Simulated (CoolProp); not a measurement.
Saturation properties of CF4 (R14).

Computed with CoolProp (reference Helmholtz-energy equation of state, Platzer 1990). This equation is an older, rougher fit; its heat capacities, sound speeds and derivatives of the liquid may be far off and weren't checked against measurements.

```tsv
T (K)	p (MPa)	vapour density (kg/m³)	surface tension (mN/m)	vapour viscosity (µPa s)
166.3	0.3650	25.57	8.30	___
170.6	0.4538	31.53	7.59	10.7
174.9	0.5578	38.57	6.88	11.0
179.2	0.6785	46.82	6.19	11.4
183.5	0.8176	56.50	5.52	11.8
187.8	0.9766	67.83	4.86	___
192.1	1.157	81.12	4.21	12.7
196.4	1.362	96.78	3.59	13.3
200.7	___	___	2.98	___
205	1.849	___	2.40	14.5
```

Some entries are withheld; supply them.


- 166.3, vapour viscosity (µPa s): 10.3
- 187.8, vapour viscosity (µPa s): 12.3
- 200.7, p (MPa): 1.592
- 200.7, vapour density (kg/m³): 115.3
- 200.7, vapour viscosity (µPa s): 13.9
- 205, vapour density (kg/m³): 137.6

It boils at 145.1 K under 1 atm.

Viscosity comes from a separate model (Huber 2003), an estimate that may be off by 10 % or more. Surface tension comes from a separate correlation (Mulero 2012).
